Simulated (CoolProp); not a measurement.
Properties of R1234ze(E) at several states.

Model: reference Helmholtz-energy equation of state, Thol 2016, in CoolProp.

| T (K) | p (MPa) | phase | Z | conductivity (mW/(m K)) | Prandtl number |
|---|---|---|---|---|---|
| 296.2 | 0.0365 | gas | 0.9914 | 13.7 | 0.786 |
| 243.4 | 0.0315 | gas | 0.9853 | 9.34 | ___ |
| 387.4 | 1.66 | gas | 0.8282 | ___ | 0.857 |
| 242.3 | 2.18 | liquid | 0.09275 | 95.8 | 5.25 |
| 241.5 | 4.01 | liquid | ___ | 96.9 | 5.35 |

Some entries are withheld; supply them.


- 243.4, Prandtl number: 0.851
- 387.4, conductivity (mW/(m K)): 22.2
- 241.5, Z: 0.1704

Viscosity comes from a separate model (Bell 2016), an estimate that may be off by 10 % or more. Thermal conductivity comes from a separate model (Perkins 2011).
